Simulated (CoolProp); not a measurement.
Vapour-liquid equilibrium of dimethyl carbonate (1) + n-octane (2) at 0.217 MPa; x and y are mole fractions of (1).

Model: multi-fluid Helmholtz-energy mixture model, Zhou 2011 and Beckmüller 2019; pair parameters Bell 2016, in CoolProp.

```tsv
x	bubble temperature, mixture model (K)	bubble temperature, Raoult's law (K)	y, mixture model	y, Raoult's law
0.05	419.0	425.4	0.229	0.121
0.15	406.2	419.5	0.486	0.318
0.25	398.8	414.3	0.611	0.471
0.35	394.6	409.8	0.679	0.592
0.45	392.0	405.7	0.722	0.690
0.55	390.5	402.1	0.754	0.770
0.65	389.4	398.8	0.782	0.837
0.75	388.6	395.7	0.814	0.893
0.85	388.2	393.0	0.859	0.941
0.95	388.5	390.4	0.937	0.982
```

The largest gap from Raoult's law is -15.5 K in bubble temperature, at x = 0.25. y crosses x between x = 0.85 and 0.95: the model has an azeotrope there.

The pair parameters rest on a limited set of measurements; away from them the model extrapolates.
